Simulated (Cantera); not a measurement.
Cantera with NASA thermochemical tables; ideal gases at 1 bar, condensed phases pure. Values are per mole of reaction as written; species without (g) are pure solids or liquids, kept so even where they would boil at 1 bar. TiC: taken at fixed stoichiometry.

Between 798 and 1098 K, where is each reaction favourable under standard conditions?
- 2 C6H6(g) + 12 TiO(g) → 6 TiO2 + 3 C2H4(g) + 6 TiC


- 2 C6H6(g) + 12 TiO(g) → 6 TiO2 + 3 C2H4(g) + 6 TiC: ΔG° is -5692 kJ at 798 K and -5075 kJ at 1098 K; it stays negative (K > 1). ΔH° is -7308 kJ and ΔS° -2034 J/K at 1098 K.
